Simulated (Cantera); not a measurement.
**Tantalum, niobium, vanadium and zirconium in process gases: Zr + N2 + H2**

Charge: 1 mol Zr, 21 mol N2, 5.4 mol H2.

Cantera equilibrium calculation (NASA polynomials, part measured and part estimated; ideal gas, pure solids and liquids). Candidate condensed phases: Zr, ZrN; 11 gas species. ZrN: taken at fixed stoichiometry. The numbers say what is thermodynamically allowed, not how fast it happens.

Stable condensed phases:

```
T in °C \ P in Pa
            0.10    0.50     2.5      13      63     320    1600    7900   40000  200000 1000000
   2500        A       A       A       A       B       B       B       B       B       B       B
   2350        A       A       A       B       B       B       B       B       B       B       B
   2200        A       A       B       B       B       B       B       B       B       B       B
   2050        A       B       B       B       B       B       B       B       B       B       B
   1900        B       B       B       B       B       B       B       B       B       B       B
   1750        B       B       B       B       B       B       B       B       B       B       B
   1600        B       B       B       B       B       B       B       B       B       B       B
   1450        B       B       B       B       B       B       B       B       B       B       B
   1300        B       B       B       B       B       B       B       B       B       B       B
   1150        B       B       B       B       B       B       B       B       B       B       B
   1000        B       B       B       B       B       B       B       B       B       B       B
```

A: gas only; B: ZrN.
